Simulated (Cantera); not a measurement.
A Cantera script and what it prints.

```python
import numpy as np
import cantera as ct

gas_names = """
    N NO NO2 NO3 N2 N2O O O2 O3 Si SiN SiO SiO2 Si2 Si2N Si3
""".split()
cond_names = """
    Si(cr) Si(L) SiO2(Lqz) SiO2(hqz) SiO2(L) Si2N2O(s) Si3N4(a)
""".split()


# ... load() reads the species with a 1 bar reference pressure and builds the phases ...
atoms = {
    'Si3N4': {'Si': 3, 'N': 4},
    'N2O': {'N': 2, 'O': 1},
    'N2': {'N': 2},
}
top_T = {'Si2N2O(s)': 2100, 'Si3N4(a)': 2400}  # K; cautious upper limits of use, not melting points


# ... equilibrate(T, P, feed) seeds the gas with the atoms and calls Mixture.equilibrate('TP', solver="vcs", rtol=1e-11, max_steps=5000) ...
results = []
T = 998.15  # K
P = 310000  # Pa
for m in [0.19, 0.23, 0.28, 0.34, 0.41, 0.5, 0.6, 0.73, 0.88, 1.1, 1.3, 1.6]:
    feed = {'Si3N4': 1, 'N2O': m, 'N2': 5.8}  # mol
    mix = equilibrate(T, P, feed)
    results.append((T, P, feed, dict(zip(mix.species_names, mix.species_moles))))

top = {s: max(r[3][s] / sum(r[3][g] for g in gas_names) for r in results) for s in gas_names}
cols = sorted((s for s in top if top[s] > 0.001), key=lambda s: -top[s])[:5]
seen = [c for c in cond_names if any(r[3].get(c, 0) > 1e-12 for r in results)]
print("log10 of partial pressures in bar; condensed amounts in mol")
print(f"{'n(N2O)':>10s}" + "".join(f"{s[:9]:>10s}" for s in cols + seen))
for T, P, feed, n in results:
    ng = sum(n[g] for g in gas_names)
    print(f"{feed['N2O']:10.4g}" + "".join(f"{np.log10(max(n[s] / ng * P / 1e5, 1e-99)):10.3f}" for s in cols)
          + "".join(f"{n.get(c, 0):10.4g}" for c in seen))
```

Result:

```
log10 of partial pressures in bar; condensed amounts in mol
    n(N2O)        N2 SiO2(hqz) Si2N2O(s)  Si3N4(a)
      0.19     0.491         0      0.19    0.8733
      0.23     0.491         0      0.23    0.8467
      0.28     0.491         0      0.28    0.8133
      0.34     0.491         0      0.34    0.7733
      0.41     0.491         0      0.41    0.7267
       0.5     0.491         0       0.5    0.6667
       0.6     0.491         0       0.6       0.6
      0.73     0.491         0      0.73    0.5133
      0.88     0.491         0      0.88    0.4133
       1.1     0.491         0       1.1    0.2667
       1.3     0.491         0       1.3    0.1333
       1.6     0.491   0.06667     1.467         0
```

Equilibrium computed with Cantera from the NASA thermochemical tables; the gas is ideal and each condensed phase is pure.
